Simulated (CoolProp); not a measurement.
The fluid at 293.15 K and 0.58 MPa (gas) is heated at constant pressure to 483.1 K. The same conditions are run with several fluids, on thermodynamics alone (safety and materials aside).

Model: reference Helmholtz-energy equation of state of each fluid (carbonyl sulfide: Lemmon 2006; CF4 (R14): Platzer 1990; hydrogen sulfide: Lemmon 2006; hydrogen chloride: Thol 2018), in CoolProp. The equations of Platzer and Polt are older, rougher fits.

```json
[
 {"fluid": "carbonyl sulfide", "heat (kJ/kg)": "149", "final density (kg/m³)": "8.80"},
 {"fluid": "CF4 (R14)", "heat (kJ/kg)": "154", "final density (kg/m³)": "12.7"},
 {"fluid": "hydrogen sulfide", "heat (kJ/kg)": "204", "final density (kg/m³)": "4.97"},
 {"fluid": "hydrogen chloride", "heat (kJ/kg)": "157", "final density (kg/m³)": "5.30"}
]
```
